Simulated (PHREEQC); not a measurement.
# Alkaline etch or developer

Solution (25 °C): 1.8 mmol/kgw KOH, 28 mmol/kgw CO2 and 150 mmol/kgw K2CO3. Closed to the air; pH follows from the charge balance.

Model: ion-association model, phreeqc.dat, run in PHREEQC.

Each row changes one thing in this solution. This is a speciation only: nothing precipitates in the calculation.

| case | pH | ionic strength (mol/kgw) | CO3-2 (mol/kgw) | HCO3- (mol/kgw) | CO2 (mol/kgw) |
|---|---|---|---|---|---|
| as made | 10.22 | 0.425 | 0.123 | 0.0544 | 4.71e-6 |
| CO2 left out | 11.51 | 0.449 | 0.147 | 0.00328 | 1.44e-8 |
| diluted 2-fold with water | 10.29 | 0.212 | 0.0616 | 0.0274 | 2.22e-6 |
| KOH left out | 10.20 | 0.422 | 0.122 | 0.0562 | 5.09e-6 |
| K2CO3 from 0.15 to 0.225 mol/kgw | 10.38 | 0.650 | 0.198 | 0.0546 | 3.01e-6 |
| KOH replaced by K2SO4 at the same molality | 10.20 | 0.426 | 0.122 | 0.0562 | 5.09e-6 |
| diluted 10-fold with water | 10.42 | 0.0422 | 0.0121 | 0.00574 | 4.07e-7 |
| K2CO3 from 0.15 to 0.135 mol/kgw | 10.18 | 0.380 | 0.109 | 0.0544 | 5.30e-6 |

Complexes and solids missing from the database can't appear.
